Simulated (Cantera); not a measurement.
Feed: 1 mol PbO, 52 mol H2, equilibrated at 2.90 mbar.

Method: chemical equilibrium by Gibbs-energy minimisation in Cantera with the NASA 1993 tables (ideal gas, pure condensed phases). Candidate condensed phases: H2O, Pb, PbO, PbO2, Pb3O4; 12 gas species. Equilibrium is a limit: real reactors are often held back by kinetics, nucleation or transport.

Task: What share of the Pb ends up in condensed phases as a function of T (°C), at 400, 600, 800, 1000, 1200, 1400, 1600?

Result: 
| T (°C) | Pb condensed (%) | as |
|---|---|---|
| 400 | 100.0 | Pb(l) |
| 600 | 98.9 | Pb(l) |
| 800 | 0.0 | - |
| 1000 | 0.0 | - |
| 1200 | 0.0 | - |
| 1400 | 0.0 | - |
| 1600 | 0.0 | - |
